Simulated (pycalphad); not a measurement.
CALPHAD calculation (pycalphad, COST 507 light-alloy database (1999)), 1 atm. The data set is of 1999 and partly superseded. Kinetics are ignored, which matters at the lower temperatures.

Question: How does the equilibrium phase assembly of Si-35.25Ti (at.%) change on cooling from 2600 K to 500 K?

Answer: 
```csv
T (K),phases above,phases below
1753.3,liquid,liquid + SI2TI
1747.4,liquid + SI2TI,SI2TI + SITI
```
Changes were sought between steps of 100 K, so a narrower field can be missed.

Database names, with the compositions (at.%) that they take in these runs: SI2TI: Si 67 Ti 33; SITI: Si 50 Ti 50.
